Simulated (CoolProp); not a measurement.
Values from CoolProp's reference Helmholtz-energy equation of state, Wagner 2002.

**Question.** For water, give the phase and the cp (kJ/(kg K)), cv (kJ/(kg K)), Prandtl number at 301.25 °C and 0.101 MPa.

**Answer.** 
- 301.25 °C and 0.101 MPa: gas; cp 2.01, cv 1.55, Prandtl number 0.939

Viscosity comes from a separate model (Huber 2009). Thermal conductivity comes from a separate model (Huber 2012).
